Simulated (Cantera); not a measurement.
**Hydrocarbon pyrolysis for carbon deposition**

An isothermal, constant-pressure homogeneous reactor starts with 3.70 % C2H6, 96.3 % N2, at 1250 K and 100.0 Torr.

Cantera simulation using GRI-Mech 3.0 (53 species, 325 reactions); the numbers are that mechanism's predictions, not measurements. GRI-Mech 3.0 stops at C3 and has no aromatics, soot or wall deposition, so with more carbon than oxygen in the feed, carbon stays in small species such as C2H2 where larger ones or solid carbon would form.

```json
[
 {"t (s)": "9.00e-6", "x C2H6": "0.0370", "x H2": "3.67e-10", "x CH2": "<1e-12", "x H": "4.79e-10", "x CH4": "4.97e-9", "x C2H4": "4.48e-10", "x C2H2": "<1e-12"},
 {"t (s)": "3.13e-5", "x C2H6": "0.0370", "x H2": "1.20e-8", "x CH2": "1.53e-12", "x H": "5.82e-9", "x CH4": "5.98e-8", "x C2H4": "1.64e-8", "x C2H2": "<1e-12"},
 {"t (s)": "0.000109", "x C2H6": "0.0370", "x H2": "5.64e-7", "x CH2": "4.77e-11", "x H": "7.79e-8", "x CH4": "7.06e-7", "x C2H4": "6.36e-7", "x C2H2": "1.25e-12"},
 {"t (s)": "0.000380", "x C2H6": "0.0370", "x H2": "2.29e-5", "x CH2": "1.02e-9", "x H": "8.53e-7", "x CH4": "7.74e-6", "x C2H4": "2.39e-5", "x C2H2": "1.27e-9"},
 {"t (s)": "0.00132", "x C2H6": "0.0364", "x H2": "0.000516", "x CH2": "9.56e-9", "x H": "3.92e-6", "x CH4": "7.26e-5", "x C2H4": "0.000536", "x C2H2": "6.83e-7"},
 {"t (s)": "0.00461", "x C2H6": "0.0327", "x H2": "0.00361", "x CH2": "1.73e-8", "x H": "5.47e-6", "x CH4": "0.000499", "x C2H4": "0.00374", "x C2H2": "3.84e-5"},
 {"t (s)": "0.0161", "x C2H6": "0.0212", "x H2": "0.0136", "x CH2": "1.44e-8", "x H": "6.74e-6", "x CH4": "0.00211", "x C2H4": "0.0134", "x C2H2": "0.000625"},
 {"t (s)": "0.0560", "x C2H6": "0.00355", "x H2": "0.0321", "x CH2": "4.56e-9", "x H": "7.81e-6", "x CH4": "0.00538", "x C2H4": "0.0241", "x C2H2": "0.00534"},
 {"t (s)": "0.195", "x C2H6": "0.000133", "x H2": "0.0424", "x CH2": "1.95e-10", "x H": "2.35e-6", "x CH4": "0.00609", "x C2H4": "0.0189", "x C2H2": "0.0133"},
 {"t (s)": "0.679", "x C2H6": "1.06e-5", "x H2": "0.0475", "x CH2": "1.58e-11", "x H": "7.45e-7", "x CH4": "0.00612", "x C2H4": "0.0136", "x C2H2": "0.0185"},
 {"t (s)": "2.37", "x C2H6": "4.06e-6", "x H2": "0.0528", "x CH2": "6.52e-12", "x H": "5.28e-7", "x CH4": "0.00611", "x C2H4": "0.00799", "x C2H2": "0.0239"},
 {"t (s)": "8.24", "x C2H6": "1.49e-6", "x H2": "0.0578", "x CH2": "3.26e-12", "x H": "4.07e-7", "x CH4": "0.00611", "x C2H4": "0.00260", "x C2H2": "0.0291"},
 {"t (s)": "28.7", "x C2H6": "8.45e-7", "x H2": "0.0589", "x CH2": "2.30e-12", "x H": "3.48e-7", "x CH4": "0.00611", "x C2H4": "0.00137", "x C2H2": "0.0303"},
 {"t (s)": "100", "x C2H6": "8.39e-7", "x H2": "0.0589", "x CH2": "2.29e-12", "x H": "3.47e-7", "x CH4": "0.00614", "x C2H4": "0.00135", "x C2H2": "0.0303"}
]
```
x: mole fraction; the columns are a selection and need not sum to one.

Equilibrium at this temperature and pressure: C2H6 3.94e-7, H2 0.0615, CH2 1.51e-12, H 3.31e-7, CH4 0.00484, C2H4 0.000563, C2H2 0.0121 (gas phase only).
